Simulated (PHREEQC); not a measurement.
0.17 g of hydrous ferric oxide (600 m²/g; 0.2 weak and 0.005 strong sites per Fe, Dzombak-Morel constants, diffuse double layer) in 1 kg of water with 0.1 mol/kgw of an inert sodium salt and 0.14 mmol/kgw CuSO4, at 25 °C; the pH is set by adding NaOH or the inert anion's acid. Oxygen alone is held at its pressure in air (log pO2 = -0.68). The system is closed to CO2. Precipitation was switched off in this run.

The numbers come from PHREEQC with the ion-association model, wateq4f.dat.

```json
[
 {"pH": "3", "S sorbed (%)": "70.7", "Cu sorbed (%)": "0.0", "surface charge σ (C/m²)": "0.181", "surface potential ψ (mV)": "117"},
 {"pH": "3.67", "S sorbed (%)": "69.8", "Cu sorbed (%)": "0.4", "surface charge σ (C/m²)": "0.176", "surface potential ψ (mV)": "116"},
 {"pH": "4.33", "S sorbed (%)": "65.2", "Cu sorbed (%)": "4.2", "surface charge σ (C/m²)": "0.163", "surface potential ψ (mV)": "112"},
 {"pH": "5", "S sorbed (%)": "53.5", "Cu sorbed (%)": "20.6", "surface charge σ (C/m²)": "0.139", "surface potential ψ (mV)": "104"},
 {"pH": "5.67", "S sorbed (%)": "38.1", "Cu sorbed (%)": "69.9", "surface charge σ (C/m²)": "0.118", "surface potential ψ (mV)": "96"},
 {"pH": "6.33", "S sorbed (%)": "24.9", "Cu sorbed (%)": "94.9", "surface charge σ (C/m²)": "0.099", "surface potential ψ (mV)": "88"},
 {"pH": "7", "S sorbed (%)": "12.1", "Cu sorbed (%)": "98.8", "surface charge σ (C/m²)": "0.078", "surface potential ψ (mV)": "76"},
 {"pH": "7.67", "S sorbed (%)": "2.8", "Cu sorbed (%)": "98.6", "surface charge σ (C/m²)": "0.051", "surface potential ψ (mV)": "58"},
 {"pH": "8.33", "S sorbed (%)": "0.3", "Cu sorbed (%)": "97.6", "surface charge σ (C/m²)": "0.024", "surface potential ψ (mV)": "31"},
 {"pH": "9", "S sorbed (%)": "0.0", "Cu sorbed (%)": "96.2", "surface charge σ (C/m²)": "0.000", "surface potential ψ (mV)": "0"},
 {"pH": "9.67", "S sorbed (%)": "0.0", "Cu sorbed (%)": "94.0", "surface charge σ (C/m²)": "-0.025", "surface potential ψ (mV)": "-32"},
 {"pH": "10.33", "S sorbed (%)": "0.0", "Cu sorbed (%)": "89.6", "surface charge σ (C/m²)": "-0.056", "surface potential ψ (mV)": "-61"},
 {"pH": "11", "S sorbed (%)": "0.0", "Cu sorbed (%)": "79.9", "surface charge σ (C/m²)": "-0.102", "surface potential ψ (mV)": "-89"}
]
```

Along this series the solution becomes supersaturated in solids that the run did not let form, among them Cu(OH)2. The database's constant for dissolved Cu(OH)2 is higher than later reviews accept. The oxide is taken as insoluble; below pH 4 it would dissolve.
